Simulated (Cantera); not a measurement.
Input: 1 mol Cu, 0.46 mol CO, 7 mol N₂, held at 0.0100 bar.

These are equilibrium values from Cantera (NASA tables, ideal gas, pure condensed phases), not measurements of a reactor. Candidate condensed phases: C, Cu, CuO, Cu₂O; 27 gas species. Kinetics and transport are ignored. All values below are at 1175 K.

Base state: N₂ 0.938, CO 0.0617 (mole fractions); condensed: Cu(s).

What changes in the equilibrium state with this change: Cu replaced by Al?


| species | before | after |
|---|---|---|
| N₂ | 0.938 | 0.998 |
| CO | 0.0617 | 0.00188 |
| Cu(s), mol | 1.000 | 0 |
| AlN(s), mol | 0 | 0.702 |
| Al₂O₃(s), mol | 0 | 0.149 |
| C(graphite), mol | 0 | 0.447 |
Mutual solubility and eutectic melting of coexisting phases are not modelled. Further candidate phases: Al, AlN, Al₂O₃.
